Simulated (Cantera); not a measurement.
Feed: 1 mol C2H2, 0.49 mol O2, 9.7 mol H2, equilibrated at 1198.15 K and 20.3 Torr.

Cantera equilibrium calculation (NASA polynomials, part measured and part estimated; ideal gas, pure solids and liquids). Candidate condensed phases: C, C6H6, C7H8, C8H18, H2O; 110 gas species. Rates play no part.

Base state: H2 0.916, CO 0.0839, CH4 0.000363, H2O 5.50e-5 (mole fractions); condensed: C(graphite).

Question: What changes in the equilibrium state with this change: temperature from 1198.15 K to 1850 K?

Answer: 
| species | before | after |
|---|---|---|
| H2 | 0.916 | 0.913 |
| CO | 0.0839 | 0.0838 |
| H | 1.11e-6 | 0.00313 |
| CH4 | 0.000363 | 1.47e-5 |
| C2H2 (acetylene) | 9.08e-8 | 0.000239 |
| H2O | 5.50e-5 | 4.63e-7 |
| C(graphite), mol | 1.02 | 1.01 |

Question: What changes in the equilibrium state with this change: temperature from 1198.15 K to 2073 K?

Answer: 
```
species             before    after
----------------  --------  -------
H2                   0.916    0.900
CO                  0.0839   0.0833
H                  1.11e-6   0.0152
C2H2 (acetylene)   9.08e-8  0.00110
H2O                5.50e-5  1.79e-7
CH4               0.000363  7.71e-6
C(graphite), mol      1.02    0.994
```
